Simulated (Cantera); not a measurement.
A closed system holds: 1 mol Si, a varied amount of Cl2, 0.24 mol H2, equilibrated at 1000 K and 2.10 bar.

These are equilibrium values from Cantera (NASA tables, ideal gas, pure condensed phases), not measurements of a reactor. Candidate condensed phases: Si; 19 gas species. Equilibrium is a limit: real reactors are often held back by kinetics, nucleation or transport.

Question: What share of the Si ends up in condensed phases as a function of n(Cl2) (mol), at 0.5, 0.58, 0.67, 0.78, 0.9, 1, 1.2, 1.4, 1.6, 1.9, 2.2, 2.5, 2.9?

Answer: 
| n(Cl2) (mol) | Si condensed (%) | as |
|---|---|---|
| 0.5 | 73.4 | Si(s) |
| 0.58 | 69.2 | Si(s) |
| 0.67 | 64.5 | Si(s) |
| 0.78 | 58.9 | Si(s) |
| 0.9 | 52.7 | Si(s) |
| 1 | 47.5 | Si(s) |
| 1.2 | 37.3 | Si(s) |
| 1.4 | 27.0 | Si(s) |
| 1.6 | 16.8 | Si(s) |
| 1.9 | 1.5 | Si(s) |
| 2.2 | 0.0 | - |
| 2.5 | 0.0 | - |
| 2.9 | 0.0 | - |
